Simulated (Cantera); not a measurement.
A Cantera script and what it prints.

```python
import numpy as np
import cantera as ct

gas_names = """
    AL ALH ALO ALOH ALO2 ALO2H AL2 AL2O AL2O2 H HALO HO2 H2 H2O H2O2 O OH O2 O3
""".split()
cond_names = """
    AL(cr) AL(L) AL2O3(a) AL2O3(L) H2O(s) H2O(L)
""".split()


def load(file, names, dense=False):
    # The tables refer to 1 bar. Condensed volumes are neglected.
    table = {s.name: s for s in ct.Species.list_from_file(file)}
    out = []
    for n in names:
        d = dict(table[n].input_data)
        d["thermo"] = dict(d["thermo"], **{"reference-pressure": 1e5})
        if dense:
            d["equation-of-state"] = {"model": "constant-volume", "density": "1e6 g/cm^3"}
        out.append(ct.Species.from_dict(d))
    return out


gas = ct.Solution(thermo="ideal-gas", species=load("nasa_gas.yaml", gas_names))
cond = {s.name: ct.Solution(thermo="fixed-stoichiometry", species=[s], name=s.name)
        for s in load("nasa_condensed.yaml", cond_names, dense=True)}
atoms = {
    'Al2O3': {'AL': 2, 'O': 3},
    'H2O': {'H': 2, 'O': 1},
}
top_T = {}  # K; cautious upper limits of use, not melting points


def equilibrate(T, P, feed):
    n = {}
    for name, mol in feed.items():
        for a, k in atoms[name].items():
            n[a] = n.get(a, 0.0) + k * mol
    gas.TPX = T, P, n
    mass = sum(n.values()) * gas.mean_molecular_weight
    gas.equilibrate("TP")
    valid = [c for c in cond.values() if c.min_temp <= T <= top_T.get(c.name, c.max_temp)]
    mix = ct.Mixture([(gas, mass / gas.mean_molecular_weight)] + [(c, 0.0) for c in valid])
    mix.T, mix.P = T, P
    mix.equilibrate("TP", solver="vcs", rtol=1e-11, max_steps=5000)
    return mix


results = []
feed = {'Al2O3': 1, 'H2O': 3.8}  # mol
T = 2423  # K
P = 10000  # Pa
mix = equilibrate(T, P, feed)
results.append((T, P, feed, dict(zip(mix.species_names, mix.species_moles))))
x = sorted(zip(gas.X, gas.species_names), reverse=True)
print(f"T = {T:g} K  P = {P:g} Pa  gas = {mix.phase_moles(0):.4g} mol")
print("   x: " + "  ".join(f"{s} {v:.3e}" for v, s in x if v > 1e-05))
print("   condensed (mol): " + ("  ".join(f"{mix.phase(i).name} {mix.phase_moles(i):.4g}"
      for i in range(1, mix.n_phases) if mix.phase_moles(i) > 1e-12) or "none"))
```

Result:

```
T = 2423 K  P = 10000 Pa  gas = 4.025 mol
   x: H2O 8.519e-01  H2 6.743e-02  OH 3.479e-02  O2 2.615e-02  H 1.456e-02  O 5.010e-03  ALO2H 1.087e-04
   condensed (mol): AL2O3(L) 0.9998
```

Cantera equilibrium calculation (NASA polynomials, part measured and part estimated; ideal gas, pure solids and liquids). Gases not in the tables: Al(OH)3.
